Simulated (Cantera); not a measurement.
A perfectly stirred reactor is fed with 43.5 % CH₄, 56.5 % N₂, at 0.113 Torr; it is held at 1800 K, and followed from long to short residence time.

Model: GRI-Mech 3.0 (53 species, 325 reactions), integrated in Cantera. GRI-Mech 3.0 stops at C3 and has no aromatics, soot or wall deposition, so with more carbon than oxygen in the feed, carbon stays in small species such as C2H2 where larger ones or solid carbon would form. Radical loss at walls, strong at low pressure, is not modelled.

Q: Predict: x(CH₄) at τ = 2.40 s; x(CH₃) at τ = 2.40 s; x(H₂) at τ = 2.40 s; x(H) at τ = 2.40 s; x(C₂H₂) at τ = 2.40 s; x(CH₄) at τ = 40.0 ms; x(CH₃) at τ = 40.0 ms; x(H₂) at τ = 40.0 ms; x(H) at τ = 40.0 ms; x(C₂H₂) at τ = 40.0 ms.

A: 
| Item | Result |
|---|---|
| x(CH₄) at τ = 2.40 s | 0.221 |
| x(CH₃) at τ = 2.40 s | 0.00675 |
| x(H₂) at τ = 2.40 s | 0.213 |
| x(H) at τ = 2.40 s | 0.000371 |
| x(C₂H₂) at τ = 2.40 s | 0.0642 |
| x(CH₄) at τ = 40.0 ms | 0.434 |
| x(CH₃) at τ = 40.0 ms | 0.000439 |
| x(H₂) at τ = 40.0 ms | 0.000230 |
| x(H) at τ = 40.0 ms | 2.21e-6 |
| x(C₂H₂) at τ = 40.0 ms | 2.14e-7 |
